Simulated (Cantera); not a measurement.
Charge: 1 mol toluene, 31 mol H₂, 0.53 mol N₂, 1.9 mol H₂O, at 128 Torr.

These are equilibrium values from Cantera (NASA tables, ideal gas, pure condensed phases), not measurements of a reactor. Candidate condensed phases: C, C₆H₆, C₇H₈, C₈H₁₈, H₂O; 136 gas species. The numbers say what is thermodynamically allowed, not how fast it happens.

Problem. At 3073 K, list the 6 most abundant gas species with their mole fractions, and the condensed phases.

Solution. H₂ 0.546, H 0.352, CO 0.0395, C₂H₂ (acetylene) 0.0348, HCN 0.0102, N₂ 0.00450. Condensed: gas only.
